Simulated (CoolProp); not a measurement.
The numbers come from the reference Helmholtz-energy equation of state, Lemmon 2006 in CoolProp. It is a short technical equation, of lower accuracy than the large ones.

Q: Give the vapour pressure (kPa), liquid density (kg/m³), vapour density (kg/m³), liquid cp (kJ/(kg K)) of saturated carbon monoxide at 98.8 K.

A: 
| T (K) | p (kPa) | liquid density (kg/m³) | vapour density (kg/m³) | liquid cp (kJ/(kg K)) |
|---|---|---|---|---|
| 98.8 | 498 | 712 | 19.4 | 2.29 |
